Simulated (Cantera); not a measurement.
A closed system holds: 1 mol NiS, 6.1 mol H2, 0.77 mol N2, at 1475 °C and 62.0 Pa.

Equilibrium computed with Cantera from the NASA thermochemical tables; the gas is ideal and each condensed phase is pure. Candidate condensed phases: Ni, NiS, NiS2, Ni3S2, Ni3S4, S; 17 gas species. Equilibrium is a limit: real reactors are often held back by kinetics, nucleation or transport.

Base state: H2 0.802, N2 0.103, S2 0.0563, Ni 0.00963, H 0.00822, SH 0.00800, H2S 0.00614, S 0.00459 (mole fractions); condensed: Ni(l).

**Question.** What changes in the equilibrium state with this change: NiS replaced by V2O5?

**Answer.** 
```
species        before    after
------------  -------  -------
H2              0.802    0.591
H2O                 0    0.289
N2              0.103    0.111
S2             0.0563        0
VO2                 0  0.00155
Ni            0.00963        0
SH            0.00800        0
H2S           0.00614        0
S             0.00459        0
Ni(l), mol      0.910        0
V2O3(s), mol        0    0.995
```
Condensed phases not in the tables: the oxides between V2O3 and V2O5 other than VO2. Further candidate phases: H2O, V, VN, VO, V2O3, V2O4, V2O5.

**Question.** What changes in the equilibrium state with this change: H2 from 6.1 to 170 mol?

**Answer.** 
```tsv
species	before	after
H2	0.802	0.976
H	0.00822	0.00907
Ni	0.00963	0.00557
N2	0.103	0.00445
S2	0.0563	0.00124
NiS	0.00242	0.000208
S	0.00459	0.000681
SH	0.00800	0.00131
H2S	0.00614	0.00111
Ni(l), mol	0.910	0
```
